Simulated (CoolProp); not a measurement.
A closed Brayton cycle with carbon dioxide: compressor inlet 326.15 K and 8.5 MPa, high pressure 19.5 MPa, turbine inlet 985 K, compressor efficiency 0.8, turbine efficiency 0.85, recuperator effectiveness 0.8 (on enthalpy, no pinch check). Each further row changes one setting.

Computed with CoolProp (reference Helmholtz-energy equation of state, Span 1996).

| case | thermal efficiency (%) | net work (kJ/kg) | compressor to turbine work | compressor exit (K) | turbine exit (K) |
|---|---|---|---|---|---|
| as stated | 26.9 | 82.7 | 0.34 | 396.1 | 879.2 |
| turbine inlet 935 K | 26.2 | 75.9 | 0.36 | 396.1 | 832.8 |
| compressor inlet 336.15 K | 26.1 | 76.9 | 0.39 | 411.7 | 879.2 |
| high pressure 16.6 MPa | 24.2 | 68.9 | 0.33 | 382.1 | 899.2 |
| recuperator effectiveness 0.5 | 17.3 | 82.7 | 0.34 | 396.1 | 879.2 |
